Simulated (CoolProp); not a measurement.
Aqueous ethanol as a coolant, 22 % by mass, freezing at -12.8 °C, 1 atm.

Values from CoolProp's Melinder's fits for secondary coolants.

```tsv
T (°C)	conductivity (W/(m K))	cp (kJ/(kg K))	viscosity (mPa s)	density (kg/m³)
-9	0.430	4.343	9.60	976.1
-5.3	0.433	4.342	7.61	975.3
-1.6	0.436	4.340	6.13	974.3
2.2	0.439	4.337	4.99	973.2
5.9	0.442	4.333	4.14	972.0
9.6	0.446	4.328	3.49	970.6
13.3	0.449	4.324	2.97	969.2
17	0.452	4.319	2.56	967.6
20.7	0.455	4.315	2.22	965.9
24.5	0.459	4.312	1.95	964.0
28.2	0.462	4.310	1.72	962.1
31.9	0.465	4.310	1.53	960.1
```
